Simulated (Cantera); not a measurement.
Mixture: 27.6 % H2, 15.2 % O2, 57.2 % N2, at 7.40 bar, adiabatic and at constant pressure. Ignition delay is the time to a rise of 400 K.

Computed with Cantera and GRI-Mech 3.0 (53 species, 325 reactions). The hydrogen kinetics of GRI-Mech 3.0 are dated; newer H2 mechanisms differ, most at raised pressure.

### Question
At T0 = 1200 K, what is the delay, and which 8 reactions control it most (d ln τ / d ln k, from doubling and halving each rate constant)?

### Answer
The delay is 23.5 µs.
```
reaction                  d ln τ / d ln k   faster rate
------------------------  ---------------  ------------
H + O2 <=> O + OH                   -2.56   shortens it
H + O2 + N2 <=> HO2 + N2             1.61  lengthens it
H + O2 + M <=> HO2 + M               1.36  lengthens it
H + O2 + O2 <=> HO2 + O2             0.44  lengthens it
H + HO2 <=> 2 OH                    -0.24   shortens it
H2 + O <=> H + OH                   -0.18   shortens it
H + H2O2 <=> H2 + HO2               -0.11   shortens it
H2 + OH <=> H + H2O                 -0.08   shortens it
```
